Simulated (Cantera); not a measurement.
A freely propagating, adiabatic, planar premixed flame of 19.9 % H2, 16.8 % O2, 63.3 % N2, unburnt at 423 K and 101000 Pa; mixture-averaged transport, grid criteria slope 0.08 and curve 0.16, no radiation.

Computed with Cantera and the H2/O2 subset of GRI-Mech 3.0, which has no nitrogen chemistry. Burning velocities carry a grid error of a few per cent, more on coarse grids. Lean hydrogen flames are cellular in practice and burn faster than this planar one.

Predict: laminar burning velocity; thermal thickness; peak x(HO2); peak x(H); peak x(O).


| Quantity | Value |
|---|---|
| laminar burning velocity | 168 cm/s |
| thermal thickness | 0.376 mm |
| peak x(HO2) | 0.000366 |
| peak x(H) | 0.0116 |
| peak x(O) | 0.00746 |
